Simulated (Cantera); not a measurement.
What does this Cantera script print?

```python
import numpy as np
import cantera as ct

gas_names = """
    CL CLO CL2 Mg MgCL MgCL2 MgO Mg2 O O2 O3 Si SiCL SiCL2 SiCL3 SiCL4 SiO SiO2 Si2 Si3
""".split()
cond_names = """
    Mg(cr) Mg(L) MgCL2(s) MgCL2(L) MgO(s) MgO(L) MgSiO3(I) MgSiO3(II) MgSiO3(III) MgSiO3(L) Mg2SiO4(s)
    Mg2SiO4(L) Si(cr) Si(L) SiO2(Lqz) SiO2(hqz) SiO2(L)
""".split()


def load(file, names, dense=False):
    # The tables refer to 1 bar. Condensed volumes are neglected.
    table = {s.name: s for s in ct.Species.list_from_file(file)}
    out = []
    for n in names:
        d = dict(table[n].input_data)
        d["thermo"] = dict(d["thermo"], **{"reference-pressure": 1e5})
        if dense:
            d["equation-of-state"] = {"model": "constant-volume", "density": "1e6 g/cm^3"}
        out.append(ct.Species.from_dict(d))
    return out


gas = ct.Solution(thermo="ideal-gas", species=load("nasa_gas.yaml", gas_names))
cond = {s.name: ct.Solution(thermo="fixed-stoichiometry", species=[s], name=s.name)
        for s in load("nasa_condensed.yaml", cond_names, dense=True)}
atoms = {
    'SiO2': {'Si': 1, 'O': 2},
    'MgCl2': {'Mg': 1, 'CL': 2},
    'O2': {'O': 2},
}
top_T = {}  # K; cautious upper limits of use, not melting points


def equilibrate(T, P, feed):
    n = {}
    for name, mol in feed.items():
        for a, k in atoms[name].items():
            n[a] = n.get(a, 0.0) + k * mol
    gas.TPX = T, P, n
    mass = sum(n.values()) * gas.mean_molecular_weight
    gas.equilibrate("TP")
    valid = [c for c in cond.values() if c.min_temp <= T <= top_T.get(c.name, c.max_temp)]
    mix = ct.Mixture([(gas, mass / gas.mean_molecular_weight)] + [(c, 0.0) for c in valid])
    mix.T, mix.P = T, P
    mix.equilibrate("TP", solver="vcs", rtol=1e-11, max_steps=5000)
    return mix


results = []
feed = {'SiO2': 1, 'MgCl2': 0.13, 'O2': 0.21}  # mol
T = 1750  # K
P = 22  # Pa
mix = equilibrate(T, P, feed)
results.append((T, P, feed, dict(zip(mix.species_names, mix.species_moles))))
print(gas.report(threshold=0.0001))
for i in range(1, mix.n_phases):
    print(f"{mix.phase(i).name:16s} {mix.phase_moles(i):12.5e} mol")
```

It prints:

```
       temperature   1750 K
          pressure   22 Pa
           density   5.4139e-05 kg/m^3
  mean mol. weight   35.806 kg/kmol
   phase of matter   gas

                          1 kg             1 kmol
                     ---------------   ---------------
          enthalpy        2.8512e+06        1.0209e+08  J
   internal energy        2.4448e+06         8.754e+07  J
           entropy            8619.9        3.0864e+05  J/K
    Gibbs function       -1.2234e+07       -4.3804e+08  J
 heat capacity c_p            797.06             28539  J/K
 heat capacity c_v            564.85             20225  J/K

                      mass frac. Y      mole frac. X     chem. pot. / RT
                     ---------------   ---------------   ---------------
                CL           0.58651            0.5924           -23.011
               CLO        0.00014428        0.00010041           -41.861
               CL2         0.0024839         0.0012544           -46.022
             MgCL2          0.074089          0.027865           -79.098
                 O         0.0013805         0.0030895            -18.85
                O2           0.33535           0.37526             -37.7
     [  +14 minor]        3.7091e-05        2.5997e-05

Mg(L)             0.00000e+00 mol
MgCL2(L)          0.00000e+00 mol
MgO(s)            0.00000e+00 mol
MgSiO3(III)       1.18865e-01 mol
Mg2SiO4(s)        0.00000e+00 mol
Si(L)             0.00000e+00 mol
SiO2(L)           8.81126e-01 mol
```

Equilibrium computed with Cantera from the NASA thermochemical tables; the gas is ideal and each condensed phase is pure. Mutual solubility and eutectic melting of coexisting phases are not modelled. The tables hold silica as quartz up to 1696 K and as liquid above; real silica turns to tridymite and cristobalite and melts near 1996 K. Condensed phases not in the tables: alloys, solid solutions and most ternary compounds.
